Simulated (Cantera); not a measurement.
Mixture: 8.26 % CH₄, 0.991 % CO, 15.4 % O₂, 58.1 % N₂, 11.6 % H₂O, 5.62 % CO₂, equivalence ratio 1.1, at 20.0 bar, adiabatic and at constant pressure. Ignition delay is the time to a rise of 400 K.

Detailed kinetics in Cantera: GRI-Mech 3.0 (53 species, 325 reactions). The pressure lies above the range GRI-Mech 3.0 was tuned for (to about 10 atm).

Task: Predict: delay at 1150 K; delay at 1350 K; delay at 1550 K; delay at 1750 K; apparent activation energy between 1650 and 1850 K.

Result: 
```json
{
  "delay at 1150 K": "6.06 ms",
  "delay at 1350 K": "0.587 ms",
  "delay at 1550 K": "90.7 µs",
  "delay at 1750 K": "17.0 µs",
  "apparent activation energy between 1650 and 1850 K": "200 kJ/mol"
}
```
